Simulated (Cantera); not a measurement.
A Cantera script and its output.

```python
import numpy as np
import cantera as ct

gas = ct.Solution("gri30.yaml")
gas.TPX = 2025, 13332, {'NO': 1, 'N2': 1.9}
inlet = ct.Reservoir(gas, clone=True)

reactor = ct.IdealGasConstPressureReactor(gas, energy="off", clone=False)
exhaust = ct.Reservoir(gas, clone=True)
tau = [0.66, 0.34, 0.17, 0.089, 0.046, 0.023, 0.012, 0.0061, 0.0031, 0.0016, 0.00083][0]
for a, b in ((inlet, reactor), (reactor, exhaust)):
    ct.MassFlowController(a, b, mdot=lambda t: reactor.mass / tau)
net = ct.ReactorNet([reactor])
show = ['NO', 'N2O', 'O2', 'O', 'N2']

rows = []
print(f"{'tau/s':>10s}{'T/K':>9s}" + "".join(f"{s:>11s}" for s in show))
for tau in [0.66, 0.34, 0.17, 0.089, 0.046, 0.023, 0.012, 0.0061, 0.0031, 0.0016, 0.00083]:
    net.initial_time = 0.0
    net.advance(30 * tau)
    before = gas.X
    net.advance(40 * tau)
    drift = np.max(np.abs(gas.X - before) / (gas.X + 1e-9))
    rows.append([gas.T, *gas[show].X, drift])
    print(f"{tau:10.3e}{gas.T:9.1f}" + "".join(f"{x:11.3e}" for x in gas[show].X))
```

It prints:

```
     tau/s      T/K         NO        N2O         O2          O         N2
 6.600e-01   2025.0  2.901e-01  3.472e-05  2.706e-02  4.130e-04  6.824e-01
 3.400e-01   2025.0  3.170e-01  4.254e-05  1.367e-02  3.244e-04  6.689e-01
 1.700e-01   2025.0  3.314e-01  4.717e-05  6.485e-03  2.629e-04  6.617e-01
 8.900e-02   2025.0  3.380e-01  4.906e-05  3.204e-03  2.268e-04  6.584e-01
 4.600e-02   2025.0  3.414e-01  4.927e-05  1.537e-03  2.016e-04  6.568e-01
 2.300e-02   2025.0  3.432e-01  4.778e-05  6.794e-04  1.783e-04  6.559e-01
 1.200e-02   2025.0  3.440e-01  4.450e-05  2.889e-04  1.522e-04  6.555e-01
 6.100e-03   2025.0  3.444e-01  3.870e-05  1.004e-04  1.159e-04  6.553e-01
 3.100e-03   2025.0  3.446e-01  3.055e-05  2.734e-05  7.378e-05  6.552e-01
 1.600e-03   2025.0  3.447e-01  2.164e-05  6.337e-06  3.972e-05  6.552e-01
 8.300e-04   2025.0  3.448e-01  1.381e-05  1.440e-06  1.975e-05  6.552e-01
```

Model: GRI-Mech 3.0 (53 species, 325 reactions), integrated in Cantera.
